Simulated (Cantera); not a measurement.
Catalytic combustion on Pt

An isothermal plug-flow reactor at 1000 K and 1500 Torr (inlet), inlet velocity 2.8 m/s, active area per volume 140 1/m; feed H₂ : O₂ : N₂ : H₂O = 0.016 : 0.087 : 0.79 : 0.045 (molar parts).

Cantera simulation using Deutschmann's 1995 Pt surface mechanism with GRI-Mech 3.0 gas chemistry; the numbers are that mechanism's predictions, not measurements. Catalytic surfaces can have several steady states; this one follows from the mechanism file's or the stated starting coverage. Mass transfer to the wall is taken as infinitely fast.

```
z (m)        x H₂    x O₂   x H₂O  θ free Pt   θ O*    θ OH*
-------  --------  ------  ------  ---------  -----  -------
0.00058    0.0117  0.0903  0.0535      0.302  0.691  0.00714
0.0012    0.00843  0.0888  0.0569      0.252  0.741  0.00683
0.0027    0.00443  0.0870  0.0610      0.205  0.788  0.00645
0.0058    0.00144  0.0856  0.0641      0.179  0.814  0.00620
0.012    0.000181  0.0850  0.0654      0.170  0.823  0.00611
0.027     1.33e-6  0.0849  0.0656      0.169  0.825  0.00609
0.058    3.93e-10  0.0849  0.0656      0.169  0.825  0.00609
```
x: gas mole fraction; θ: surface coverage.
